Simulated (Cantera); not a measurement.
Premixed flame

A freely propagating, adiabatic, planar premixed flame of 40.3 % H2, 12.6 % O2, 47.1 % N2, equivalence ratio 1.6, unburnt at 650 K and 0.310 bar; mixture-averaged transport, grid criteria slope 0.08 and curve 0.16, no radiation.

Cantera simulation using the H2/O2 subset of GRI-Mech 3.0, which has no nitrogen chemistry; the numbers are that mechanism's predictions, not measurements. Burning velocities carry a grid error of a few per cent, more on coarse grids.

```json
[
 {"z (mm)": "-6.37", "T (K)": "650", "u (m/s)": "9.00", "x H2": "0.403", "x O2": "0.126", "x HO2": "<1e-8", "x H": "<1e-8", "x OH": "<1e-8", "x H2O2": "<1e-8"},
 {"z (mm)": "-4.25", "T (K)": "650", "u (m/s)": "9.00", "x H2": "0.403", "x O2": "0.126", "x HO2": "<1e-8", "x H": "<1e-8", "x OH": "<1e-8", "x H2O2": "<1e-8"},
 {"z (mm)": "-3.19", "T (K)": "650", "u (m/s)": "9.00", "x H2": "0.403", "x O2": "0.126", "x HO2": "<1e-8", "x H": "<1e-8", "x OH": "<1e-8", "x H2O2": "<1e-8"},
 {"z (mm)": "-2.12", "T (K)": "650", "u (m/s)": "9.00", "x H2": "0.403", "x O2": "0.126", "x HO2": "7.39e-7", "x H": "4.38e-7", "x OH": "<1e-8", "x H2O2": "<1e-8"},
 {"z (mm)": "-1.06", "T (K)": "659", "u (m/s)": "9.12", "x H2": "0.401", "x O2": "0.126", "x HO2": "8.01e-5", "x H": "0.000464", "x OH": "3.23e-5", "x H2O2": "5.47e-7"},
 {"z (mm)": "-0.531", "T (K)": "784", "u (m/s)": "10.7", "x H2": "0.378", "x O2": "0.122", "x HO2": "5.81e-5", "x H": "0.0106", "x OH": "0.000363", "x H2O2": "1.07e-6"},
 {"z (mm)": "0", "T (K)": "1171", "u (m/s)": "15.6", "x H2": "0.241", "x O2": "0.0746", "x HO2": "2.46e-5", "x H": "0.0770", "x OH": "0.00304", "x H2O2": "9.15e-7"},
 {"z (mm)": "0.531", "T (K)": "1450", "u (m/s)": "19.1", "x H2": "0.131", "x O2": "0.0143", "x HO2": "4.64e-6", "x H": "0.121", "x OH": "0.00661", "x H2O2": "7.75e-7"},
 {"z (mm)": "1.06", "T (K)": "1562", "u (m/s)": "20.4", "x H2": "0.123", "x O2": "0.00651", "x HO2": "1.95e-6", "x H": "0.116", "x OH": "0.00805", "x H2O2": "5.96e-7"},
 {"z (mm)": "2.12", "T (K)": "1690", "u (m/s)": "21.9", "x H2": "0.130", "x O2": "0.00505", "x HO2": "1.34e-6", "x H": "0.101", "x OH": "0.00953", "x H2O2": "3.90e-7"},
 {"z (mm)": "4.25", "T (K)": "1833", "u (m/s)": "23.4", "x H2": "0.138", "x O2": "0.00394", "x HO2": "9.41e-7", "x H": "0.0832", "x OH": "0.0107", "x H2O2": "2.17e-7"},
 {"z (mm)": "8.49", "T (K)": "1980", "u (m/s)": "25.0", "x H2": "0.146", "x O2": "0.00277", "x HO2": "6.28e-7", "x H": "0.0653", "x OH": "0.0110", "x H2O2": "1.14e-7"},
 {"z (mm)": "17.0", "T (K)": "2120", "u (m/s)": "26.5", "x H2": "0.152", "x O2": "0.00173", "x HO2": "4.06e-7", "x H": "0.0487", "x OH": "0.0103", "x H2O2": "6.12e-8"}
]
```
x: mole fraction of selected species; z is measured from the peak of heat release.

```yaml
laminar_burning_velocity: 900 cm/s
thermal_thickness: 2.12 mm
peak x(HO2): 8.19e-5
peak x(H): 0.121
peak x(OH): 0.0110
peak x(H2O2): 1.14e-6
```
